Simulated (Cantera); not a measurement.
A perfectly stirred reactor is fed with C3H8 : O2 : N2 : H2O = 1 : 7.58 : 28.5 : 0.76 (molar parts), at 2.66 atm; it is adiabatic with a 473 K inlet, and is followed from long to short residence time, starting on the burning branch (τ in s: 0.4, 0.16, 0.061, 0.024, 0.0093, 0.0036, 0.0014, 0.00055, 0.00021, 8.3e-05).

Detailed kinetics in Cantera: GRI-Mech 3.0 (53 species, 325 reactions). GRI-Mech 3.0 was tuned for natural gas; its chemistry of propane as a main component is partial and can be far from experiment.

### Question
Predict: blow-out, bracketed by the residence times tried; x(C3H8) at τ = 0.400 s; x(O2) at τ = 0.400 s; x(NO) at τ = 0.400 s; x(N2O) at τ = 0.400 s; x(C3H8) at τ = 3.60 ms; x(O2) at τ = 3.60 ms; x(NO) at τ = 3.60 ms; x(C2H) at τ = 3.60 ms; x(N2O) at τ = 3.60 ms.

### Answer
```json
{
  "blow_out_bracketed_by_the_residence_times_tried": "burning at 83.0 µs, the shortest tried",
  "x(C3H8) at τ = 0.400 s": "8.98e-8",
  "x(O2) at τ = 0.400 s": "0.0662",
  "x(NO) at τ = 0.400 s": "0.000182",
  "x(N2O) at τ = 0.400 s": "3.39e-7",
  "x(C3H8) at τ = 3.60 ms": "4.51e-6",
  "x(O2) at τ = 3.60 ms": "0.0668",
  "x(NO) at τ = 3.60 ms": "2.53e-5",
  "x(C2H) at τ = 3.60 ms": "1.50e-8",
  "x(N2O) at τ = 3.60 ms": "1.17e-6"
}
```
